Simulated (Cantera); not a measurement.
Feed: 1 mol Ta2O5, 3.4 mol H2, at 1700 K and 1800 Pa.

Equilibrium computed with Cantera from the NASA thermochemical tables; the gas is ideal and each condensed phase is pure. Candidate condensed phases: H2O, Ta, Ta2O5; 12 gas species. Mutual solubility and eutectic melting of coexisting phases are not modelled. Condensed phases not in the tables: N, O or C dissolved in the metal. Equilibrium is a limit: real reactors are often held back by kinetics, nucleation or transport.

Base state: H2 0.999, H 0.00110, H2O 0.000385 (mole fractions); condensed: Ta(s) + Ta2O5(s).

Q: What changes in the equilibrium state with this change: Ta2O5 replaced by Fe2O3?

A: 
```csv
species,before,after
H2,0.999,0.680
H2O,0.000385,0.319
H,0.00110,0.000906
Fe,0,0.000350
Fe(OH)2,0,2.53e-5
OH,2.18e-8,2.19e-5
"Ta(s), mol",0.000523,0
"Ta2O5(s), mol",1.000,0
"Fe(δ), mol",0,0.0839
"FeO(l), mol",0,1.91
```
The tables' stoichiometric FeO is somewhat more stable than real wüstite, so its field is too wide. FeO: taken at fixed stoichiometry. Further candidate phases: Fe, FeO, Fe(OH)2, Fe(OH)3, Fe2O3, Fe3O4.

Q: What changes in the equilibrium state with this change: temperature from 1700 K to 1073 K?

A: 
| species | before | after |
|---|---|---|
| H2 | 0.999 | 1.000 |
| H2O | 0.000385 | 6.99e-7 |
| H | 0.00110 | 1.04e-7 |
| Ta(s), mol | 0.000523 | 0 |
| Ta2O5(s), mol | 1.000 | 1.00 |

Q: What changes in the equilibrium state with this change: Ta2O5 replaced by FeS2?

A: 
```tsv
species	before	after
H2	0.999	0.835
S2	0	0.0993
H2S	0	0.0545
Fe	0	0.000107
SH	0	0.00939
S	0	0.000742
Ta(s), mol	0.000523	0
Ta2O5(s), mol	1.000	0
FeS(l), mol	0	1.000
```
FeS: taken at fixed stoichiometry. Further candidate phases: Fe, FeS, FeS2, S.
